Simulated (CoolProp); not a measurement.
Vapour-liquid equilibrium of n-decane (1) + n-dodecane (2) at 298.1 K; x and y are mole fractions of (1).

The numbers come from the multi-fluid Helmholtz-energy mixture model, Lemmon 2006 and Lemmon 2004; pair parameters Bell 2016 in CoolProp.

```
x     bubble pressure (kPa)  y at the bubble point  dew pressure at overall composition x (kPa)  liquid density (mol/L)
----  ---------------------  ---------------------  -------------------------------------------  ----------------------
0.05                0.02597                  0.349                                      0.01864                   4.409
0.15                0.04277                  0.647                                      0.02059                   4.473
0.25                0.05986                  0.778                                      0.02298                   4.538
0.35                0.07690                  0.850                                      0.02601                   4.606
0.45                0.09369                  0.896                                      0.02996                   4.676
0.55                 0.1101                  0.927                                      0.03533                   4.748
0.65                 0.1262                  0.950                                      0.04306                   4.822
0.75                 0.1420                  0.968                                      0.05516                   4.900
0.85                 0.1578                  0.982                                      0.07680                   4.980
0.95                 0.1736                  0.994                                       0.1261                   5.063
```

No azeotrope shows between x = 0.05 and 0.95.

Pair parameters are fitted to limited data, so mixtures are less certain than the pure fluids.
